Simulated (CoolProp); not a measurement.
R236FA at 298.15 K and 0.208 MPa is compressed adiabatically to 0.612 MPa with isentropic efficiency 0.9. Each further row changes one setting.

Computed with CoolProp (reference Helmholtz-energy equation of state, Pan 2012).

```csv
case,work (kJ/kg),final temperature (K),final density (kg/m³)
as stated,(withheld),(withheld),40.6
efficiency 1,(withheld),325.4,(withheld)
efficiency 0.65,(withheld),(withheld),(withheld)
```

Question: Some entries are withheld; supply them.

Answer: 
- as stated, work (kJ/kg): 18.2
- as stated, final temperature (K): 327.2
- efficiency 1, work (kJ/kg): 16.4
- efficiency 1, final density (kg/m³): 41.1
- efficiency 0.65, work (kJ/kg): 25.2
- efficiency 0.65, final temperature (K): 334.3
- efficiency 0.65, final density (kg/m³): 39.1
